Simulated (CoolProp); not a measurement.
Saturated liquid density (kg/m³) of n-pentane: the reference equation beside estimates from Tc = 469.7 K, pc = 3.368 MPa, ω = 0.251. Rackett uses Z = 0.29056 − 0.08775 ω.

Computed with CoolProp (reference Helmholtz-energy equation of state, Thol 2019).

```tsv
T (K)	reference	Rackett	van der Waals	Redlich-Kwong	Soave-Redlich-Kwong	Peng-Robinson
239.3	677.1	677.3	405.7	602.0	614.7	691.8
244.6	672.2	672.5	403.1	597.7	610.9	687.7
249.8	667.4	667.7	400.5	593.3	607.1	683.7
255.1	662.5	662.8	397.8	588.8	603.1	679.4
260.4	657.6	657.9	395.0	584.2	599.0	675.1
265.6	652.7	653.0	392.3	579.6	594.9	670.7
270.9	647.7	647.9	389.5	574.8	590.6	666.1
276.2	642.6	642.8	386.6	569.8	586.2	661.3
281.5	637.5	637.7	383.7	564.8	581.7	656.5
286.7	632.5	632.5	380.8	559.8	577.1	651.6
```

Absolute difference from the reference over all 10 rows, mean and median: Rackett 0.0 and 0.0 %, van der Waals 39.9 and 39.9 %, Redlich-Kwong 11.2 and 11.2 %, Soave-Redlich-Kwong 8.9 and 8.9 %, Peng-Robinson 2.7 and 2.7 %.
